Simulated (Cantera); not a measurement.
Charge: 1 mol Ti(OiPr)₄, 0.26 mol CH₄, 270 mol H₂, equilibrated at 4.00 mbar.

Equilibrium computed with Cantera from the NASA thermochemical tables; the gas is ideal and each condensed phase is pure. Candidate condensed phases: C, C₆H₆, C₇H₈, C₈H₁₈, H₂O, Ti, TiC, TiO, TiO₂, Ti₂O₃, Ti₃O₅, Ti₄O₇; 113 gas species. The feed counts by its element totals alone. TiC: taken at fixed stoichiometry. Equilibrium is a limit: real reactors are often held back by kinetics, nucleation or transport.

x: gas mole fraction; n: condensed amount in mol.

| T (K) | x H₂ | x H | x CO | x C₂H₂ (acetylene) | n C(graphite) | n TiC(s) |
|---|---|---|---|---|---|---|
| 1500 | 0.986 | 0.000276 | 0.0139 | [?] | 7.25 | 1.00 |
| 1550 | 0.986 | 0.000494 | 0.0139 | [?] | 7.25 | 1.00 |
| 1600 | 0.985 | 0.000853 | 0.0139 | [?] | 7.24 | 1.00 |
| 1650 | 0.985 | 0.00143 | 0.0139 | [?] | 7.23 | 1.00 |
| 1700 | 0.984 | 0.00231 | 0.0138 | [?] | 7.22 | 1.00 |
| 1750 | 0.982 | 0.00364 | 0.0138 | [?] | 7.19 | 1.00 |
| 1800 | 0.980 | 0.00561 | 0.0138 | [?] | 7.16 | 1.000 |
| 1850 | 0.978 | 0.00842 | 0.0138 | [?] | 7.11 | 1.000 |
| 1900 | 0.973 | 0.0124 | 0.0138 | [?] | 7.04 | 1.000 |
| 1950 | 0.968 | 0.0178 | 0.0137 | [?] | 6.95 | 1.000 |
| 2000 | 0.960 | 0.0252 | 0.0137 | [?] | 6.83 | 1.000 |
| 2050 | 0.950 | 0.0350 | 0.0136 | [?] | 6.67 | 1.000 |

Some entries are withheld; supply them.


- 1500, x C₂H₂ (acetylene): 8.90e-6
- 1550, x C₂H₂ (acetylene): 1.58e-5
- 1600, x C₂H₂ (acetylene): 2.71e-5
- 1650, x C₂H₂ (acetylene): 4.49e-5
- 1700, x C₂H₂ (acetylene): 7.22e-5
- 1750, x C₂H₂ (acetylene): 0.000113
- 1800, x C₂H₂ (acetylene): 0.000172
- 1850, x C₂H₂ (acetylene): 0.000256
- 1900, x C₂H₂ (acetylene): 0.000372
- 1950, x C₂H₂ (acetylene): 0.000529
- 2000, x C₂H₂ (acetylene): 0.000738
- 2050, x C₂H₂ (acetylene): 0.00101
